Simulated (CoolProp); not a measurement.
C2F6 (R116) at several states: fugacity coefficient from the reference equation and from simpler models built on Tc = 293.0 K, pc = 3.048 MPa, ω = 0.257; each cubic takes its own stable root.

Computed with CoolProp (reference Helmholtz-energy equation of state, Lemmon 2006). It is a short technical equation, of lower accuracy than the large ones.

```
T (K)  p (MPa)   phase  reference
-----  -------  ------  ---------
224.9     1.04  liquid     0.3527
249.5     1.56  liquid     0.5104
187.1   0.0283     gas     0.9861
```

Q: How far does each simpler model (Soave-Redlich-Kwong, Peng-Robinson) lie from the reference over these 3 states: mean and median of the absolute difference, and the worst?

A: 
- Soave-Redlich-Kwong: mean 1.0 %, median 1.2 %, worst +1.6 % at 249.5 K and 1.56 MPa
- Peng-Robinson: mean 0.7 %, median 0.7 %, worst -1.1 % at 249.5 K and 1.56 MPa
